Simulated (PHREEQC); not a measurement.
A made-up water analysis in mg/kgw, 25 °C, pH 3.6, pe 10.3:

| constituent | mg/kgw |
|---|---|
| Na | 126 |
| K | 2.55 |
| Ca | 38.5 |
| Mg | 11.1 |
| Cl | 34.1 |
| S(6) as SO4 | 383 |
| Zn | 0.3 |
| O(0) (dissolved oxygen) | 0.504 |
| Cu(2) | 4.97 |
| Cd | 7.67 |

Valence states are taken as typed.

All values are PHREEQC results (ion-association model, phreeqc.dat), not measurements.

Each row changes one thing in this solution. Precipitation was switched off in this run.

```
case                         ionic strength (mol/kgw)  Ca+2 (mol/kgw)  Mg+2 (mol/kgw)  CaSO4 (mol/kgw)  MgSO4 (mol/kgw)  Cd(SO4)2-2 (mol/kgw)  SI of Gypsum (CaSO4:2H2O)  SI of Halite (NaCl)
---------------------------  ------------------------  --------------  --------------  ---------------  ---------------  --------------------  -------------------------  -------------------
as made                                        0.0129        0.000765        0.000341         0.000195         0.000115               7.31e-7                      -1.38                -6.95
Ca from 38.5 to 19.2 mg/kgw                    0.0123        0.000378        0.000338         0.000101         0.000119               7.71e-7                      -1.67                -6.95
Mg from 11.1 to 33.3 mg/kgw                    0.0140        0.000778         0.00104         0.000182         0.000325               6.52e-7                      -1.41                -6.96
```

Species that the database lacks are ignored.
